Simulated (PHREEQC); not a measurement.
Consider water at 5.4 °C with 0.02 mol HF, 9.6e-05 mol KF, 0.0036 mol (NH4)2SiF6 and 0.0075 mol HCl per kg of water. Closed to the air; pH follows from the charge balance.

The numbers come from PHREEQC with the ion-association model, phreeqc.dat.

```tsv
quantity	before	after
pH	2.06	2.61
HF (mol/kgw)	0.0176	0.00285
F- (mol/kgw)	0.00220	0.00116
HF2- (mol/kgw)	0.000122	1.03e-5
SI of Sylvite (KCl)	-7.06	-8.40
```

Q: Which change was made?
A) (NH4)2SiF6 replaced by (NH4)2CO3 at the same molality
B) HCl from 0.0075 to 0.00675 mol/kgw
C) (NH4)2SiF6 left out
D) diluted 5-fold with water

A: D, diluted 5-fold with water

No solid was allowed to form. Constants without temperature data keep their 25 °C values here. SiF6-2 is the database's only silicon fluoride.
